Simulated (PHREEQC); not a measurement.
A solution holds 0.0015 mol/kgw KHSO4, at 25 °C. Closed to the air; pH follows from the charge balance.

Computed with PHREEQC (ion-association model, phreeqc.dat).

Each row changes one thing in this solution. Precipitation was switched off in this run.

| case | pH | ionic strength (mol/kgw) | SO4-2 (mol/kgw) | HSO4- (mol/kgw) |
|---|---|---|---|---|
| as made | 2.89 | 0.00421 | 0.00135 | 0.000137 |
| diluted 2-fold with water | 3.17 | ___ | 0.000707 | 4.00e-5 |
| KHSO4 from 0.0015 to 0.00015 mol/kgw | 3.84 | 0.000446 | 0.000148 | 1.94e-6 |
| KHSO4 replaced by Al2(SO4)3 at the same molality | 4.15 | ___ | 0.00230 | 1.18e-5 |
| 0.00092 mol/kgw NaHCO3 added | 3.31 | 0.00436 | 0.00143 | 5.55e-5 |
| KHSO4 from 0.0015 to 0.0075 mol/kgw | 2.30 | 0.0185 | ___ | 0.00183 |
| KHSO4 from 0.0015 to 0.00135 mol/kgw | 2.94 | 0.00380 | 0.00123 | ___ |
| KHSO4 replaced by MnSO4 at the same molality | 6.74 | 0.00532 | 0.00133 | 1.86e-8 |
| KHSO4 from 0.0015 to 0.0003 mol/kgw | 3.55 | 0.000884 | 0.000292 | 7.29e-6 |

What belongs in the gaps?


- diluted 2-fold with water, ionic strength (mol/kgw): 0.00216
- KHSO4 replaced by Al2(SO4)3 at the same molality, ionic strength (mol/kgw): 0.00955
- KHSO4 from 0.0015 to 0.0075 mol/kgw, SO4-2 (mol/kgw): 0.00550
- KHSO4 from 0.0015 to 0.00135 mol/kgw, HSO4- (mol/kgw): 0.000114

Species that the database lacks are ignored. Some of these states are supersaturated (in Gibbsite (slow to form), for instance).
